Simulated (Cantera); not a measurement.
Feed: 1 mol Si₂Cl₆, 1.4 mol HCl, 51 mol N₂, held at 1352 °C and 0.00900 bar.

These are equilibrium values from Cantera (NASA tables, ideal gas, pure condensed phases), not measurements of a reactor. Candidate condensed phases: NH₄Cl, Si, Si₃N₄; 28 gas species. The feed counts by its element totals alone. The tables' values for SiCl₃ are old estimates; treat these amounts as uncertain. The numbers say what is thermodynamically allowed, not how fast it happens.

Problem. What is the equilibrium state?

Solution. 
```
Property                             Result
--------------------------------  ---------
x(N₂)                                 0.935
x(HCl)                               0.0256
x(SiCl₂)                             0.0153
x(SiCl₄)                             0.0123
x(SiCl₃)                            0.00901
x(Cl)                               0.00305
x(H₂)                               2.41e-5
x(Cl₂)                              5.19e-6
x(H)                                3.65e-6
gas amount                        54.57 mol
log10 activity of Si(s) (absent)      -3.79
```
